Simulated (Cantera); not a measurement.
Feed: 1 mol Si₂Cl₆, a varied amount of H₂, equilibrated at 650 °C and 4200 Pa.

Equilibrium computed with Cantera from the NASA thermochemical tables; the gas is ideal and each condensed phase is pure. Candidate condensed phases: Si; 19 gas species. The feed counts by its element totals alone. The tables' values for SiCl₃ are old estimates; treat these amounts as uncertain. Equilibrium is a limit: real reactors are often held back by kinetics, nucleation or transport.

**Question.** At 280 mol H₂, list the 4 most abundant gas species with their mole fractions, and the condensed phases.

**Answer.** H₂ 0.990, HCl 0.00526, SiCl₄ 0.00259, SiHCl₃ 0.00174. Condensed: Si(s).
